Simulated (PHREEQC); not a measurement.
Make-up at 20 °C: 12 mmol/kgw HF, 0.45 mmol/kgw KF and 0.22 mmol/kgw H2SiF6. Closed to the air; pH follows from the charge balance.

Equilibrium calculation in PHREEQC: ion-association model, phreeqc.dat.

| Item | Result |
|---|---|
| pH | 2.57 |
| ionic strength | 0.00351 mol/kgw |
| total alkalinity | -13.3 meq/kg |

| species | molality | activity | log γ |
|---|---|---|---|
| HF | 0.00950 | 0.00951 | 0.000 |
| H+ | 0.00284 | 0.00268 | -0.026 |
| F- | 0.00276 | 0.00259 | -0.028 |
| K+ | 0.000450 | 0.000422 | -0.028 |
| SiF6-2 | 0.000220 | 0.000171 | -0.109 |
| HF2- | 9.64e-5 | 9.04e-5 | -0.028 |
| H4SiO4 | 4.58e-9 | 4.59e-9 | 0.000 |

Precipitation was switched off in this run. SiF6-2 is the database's only silicon fluoride.
